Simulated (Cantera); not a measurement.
Charge: 1 mol SiF₄, 0.055 mol C₂H₂, 260 mol H₂, 0.0034 mol C₃H₈, at 1498 K and 100 Torr.

Equilibrium computed with Cantera from the NASA thermochemical tables; the gas is ideal and each condensed phase is pure. Candidate condensed phases: C, C₆H₆, C₇H₈, C₈H₁₈, Si, SiC; 113 gas species. The tables' values for SiF₃, SiF₂ are old estimates; treat these amounts as uncertain. Equilibrium is a limit: real reactors are often held back by kinetics, nucleation or transport.

Base state: H₂ 0.994, HF 0.00291, SiF₄ 0.00225, SiF₃ 0.000664, SiHF₃ 0.000371, SiF₂ 0.000112, CH₄ 6.00e-5, H 4.69e-5 (mole fractions); condensed: SiC(s).

What changes in the equilibrium state with this change: temperature from 1498 K to 2598 K?


| species | before | after |
|---|---|---|
| H₂ | 0.994 | 0.884 |
| H | 4.69e-5 | 0.0981 |
| HF | 0.00291 | 0.0138 |
| Si | 3.10e-9 | 0.00285 |
| SiF₄ | 0.00225 | 1.39e-8 |
| SiH | 3.65e-9 | 0.000224 |
| SiC₂ | <1e-9 | 1.33e-5 |
| SiC(s), mol | 0.104 | 0 |
The tables' values for SiF, SiF₂ are old estimates; treat these amounts as uncertain. Gases not in the tables: Si₂H₆ and higher silanes.
